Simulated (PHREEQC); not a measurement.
A solution holds 0.21 mol KH2PO4, 0.00023 mol NaOH and 0.23 mol ZnSO4 per kg of water, at 65 °C. Closed to the air; pH follows from the charge balance.

Model: ion-association model, wateq4f.dat, run in PHREEQC.

Task: The ionic strength comes out as 0.654 mol/kgw. What activity coefficients do H+, KSO4-, Zn(SO4)2-2, Na+, H2PO4- get?

Result: H+ 0.74, KSO4- 0.66, Zn(SO4)2-2 0.28, Na+ 0.68, H2PO4- 0.66.

No solid was allowed to form. H3PO4, which wateq4f.dat lacks, is added to it with the constant of phreeqc.dat. Away from 25 °C the constants follow the database's enthalpies or fits; those with neither stay at their 25 °C values. The database has no phosphate complexes of Zn.
